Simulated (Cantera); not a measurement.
A freely propagating, adiabatic, planar premixed flame of CO : H₂ : CH₄ : O₂ : N₂ : H₂O = 1 : 0.44 : 0.058 : 0.643 : 2.42 : 0.11 (molar parts), unburnt at 473 K and 100.0 Torr; mixture-averaged transport, grid criteria slope 0.08 and curve 0.16, no radiation.

Model: GRI-Mech 3.0 (53 species, 325 reactions), integrated in Cantera. Burning velocities carry a grid error of a few per cent, more on coarse grids.

Q: Predict: laminar burning velocity; thermal thickness; peak x(HCO); peak x(CH₂CO).

A: 
| Quantity | Value |
|---|---|
| laminar burning velocity | 240 cm/s |
| thermal thickness | 4.60 mm |
| peak x(HCO) | 8.73e-6 |
| peak x(CH₂CO) | 1.00e-7 |
